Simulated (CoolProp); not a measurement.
Model: reference Helmholtz-energy equation of state, Lemmon 2006, in CoolProp. It is a short technical equation, of lower accuracy than the large ones.

Question: Give the vapour pressure (MPa), liquid density (kg/m³), enthalpy of vaporisation (kJ/kg), liquid viscosity (µPa s) of saturated toluene at 139.65, 198.95 °C.

Answer: 
```tsv
T (°C)	p (MPa)	liquid density (kg/m³)	enthalpy of vaporisation (kJ/kg)	liquid viscosity (µPa s)
139.65	0.216	748	341	203
198.95	0.736	678	292	139
```

Viscosity comes from a separate model (Avgeri 2015).
